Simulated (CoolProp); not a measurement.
Vapour-liquid equilibrium of propane (1) + isohexane (2) at 237.4 K; x and y are mole fractions of (1).

Computed with CoolProp (multi-fluid Helmholtz-energy mixture model, Lemmon 2009 and Lemmon 2006; pair parameters Bell 2016).

| x | bubble pressure, mixture model (kPa) | bubble pressure, Raoult's law (kPa) | y, mixture model | y, Raoult's law |
|---|---|---|---|---|
| 0.05 | 8.328 | 7.642 | 0.880 | 0.870 |
| 0.2 | 29.44 | 27.44 | 0.971 | 0.970 |
| 0.35 | 49.57 | 47.24 | 0.985 | 0.986 |
| 0.5 | 68.92 | 67.04 | 0.992 | 0.992 |
| 0.65 | 87.81 | 86.84 | 0.995 | 0.996 |
| 0.8 | 106.7 | 106.6 | 0.998 | 0.998 |
| 0.95 | 126.2 | 126.4 | 0.999 | 1.000 |

The largest gap from Raoult's law is +9.0 % in bubble pressure, at x = 0.05. No azeotrope shows between x = 0.05 and 0.95.

The pair parameters rest on a limited set of measurements; away from them the model extrapolates.
